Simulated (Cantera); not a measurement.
An adiabatic, constant-pressure homogeneous reactor starts with 7.28 % CH₄, 3.20 % CO, 18.8 % O₂, 70.7 % N₂, equivalence ratio 0.86, at 1775 K and 900 Torr.

Model: GRI-Mech 3.0 (53 species, 325 reactions), integrated in Cantera.

One state of this run: T (K) = 1915; x CH₄ = 0.0435; x CO = 0.0430; x O₂ = 0.162; x HCN = 2.40e-8; x OH = 0.000459; x CO₂ = 0.00193; x C₂H = 1.30e-7. x: mole fraction; the columns are a selection and need not sum to one.

Task: Which value of t (s) does it belong to?
(A) 0.00702
(B) 6.00e-6
(C) 0.119
(D) 0.000101

Result: D, 0.000101
